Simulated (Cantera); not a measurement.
What does this Cantera script print?

```python
import numpy as np
import cantera as ct

gas_names = [...]  # 109 gases of nasa_gas.yaml made of C, Cl, H, Si
cond_names = """
    C(gr) C6H6(L) C7H8(L) C8H18(L),n-octa Si(cr) Si(L) SiC(b)
""".split()


# ... load() reads the species with a 1 bar reference pressure and builds the phases ...
atoms = {
    '(CH3)2SiCl2': {'C': 2, 'H': 6, 'Si': 1, 'CL': 2},
    'C2H4': {'C': 2, 'H': 4},
    'H2': {'H': 2},
}
top_T = {'C(gr)': 4500, 'SiC(b)': 3050}  # K; cautious upper limits of use, not melting points


# ... equilibrate(T, P, feed) seeds the gas with the atoms and calls Mixture.equilibrate('TP', solver="vcs", rtol=1e-11, max_steps=5000) ...
results = []
feed = {'(CH3)2SiCl2': 1, 'C2H4': 0.0065, 'H2': 3.8}  # mol
P = 2300  # Pa
for T in [1950, 2000, 2050, 2100, 2150, 2200, 2250, 2300]:
    mix = equilibrate(T, P, feed)
    results.append((T, P, feed, dict(zip(mix.species_names, mix.species_moles))))

top = {s: max(r[3][s] / sum(r[3][g] for g in gas_names) for r in results) for s in gas_names}
cols = sorted((s for s in top if top[s] > 0.001), key=lambda s: -top[s])[:8]
seen = [c for c in cond_names if any(r[3].get(c, 0) > 1e-12 for r in results)]
print("log10 of partial pressures in bar; condensed amounts in mol")
print(f"{'T/K':>10s}" + "".join(f"{s[:9]:>10s}" for s in cols + seen))
for T, P, feed, n in results:
    ng = sum(n[g] for g in gas_names)
    print(f"{T:10.4g}" + "".join(f"{np.log10(max(n[s] / ng * P / 1e5, 1e-99)):10.3f}" for s in cols)
          + "".join(f"{n.get(c, 0):10.4g}" for c in seen))
```

It prints:

```
log10 of partial pressures in bar; condensed amounts in mol
       T/K        H2       HCL         H     SiCL2        CL        Si C2H2,acet      SiCL     C(gr)    SiC(b)
      1950    -1.765    -2.266    -3.823    -3.704    -4.449    -5.967    -5.027    -5.769     1.076    0.9308
      2000    -1.766    -2.271    -3.672    -3.658    -4.305    -5.622    -4.880    -5.537     1.082    0.9222
      2050    -1.767    -2.278    -3.528    -3.616    -4.169    -5.295    -4.741    -5.317     1.088    0.9127
      2100    -1.769    -2.285    -3.391    -3.578    -4.040    -4.983    -4.610    -5.109     1.094    0.9015
      2150    -1.772    -2.294    -3.261    -3.544    -3.918    -4.686    -4.485    -4.912     1.101    0.8877
      2200    -1.777    -2.304    -3.138    -3.515    -3.803    -4.403    -4.368    -4.726      1.11    0.8692
      2250    -1.782    -2.316    -3.020    -3.490    -3.694    -4.132    -4.258    -4.549     1.124    0.8423
      2300    -1.790    -2.331    -2.909    -3.470    -3.592    -3.874    -4.154    -4.383     1.145    0.8006
```

Method: chemical equilibrium by Gibbs-energy minimisation in Cantera with the NASA 1993 tables (ideal gas, pure condensed phases). The feed counts by its element totals alone. The tables' values for SiCl, SiCl3 are old estimates; treat these amounts as uncertain. Gases not in the tables: Si2H6 and higher silanes.
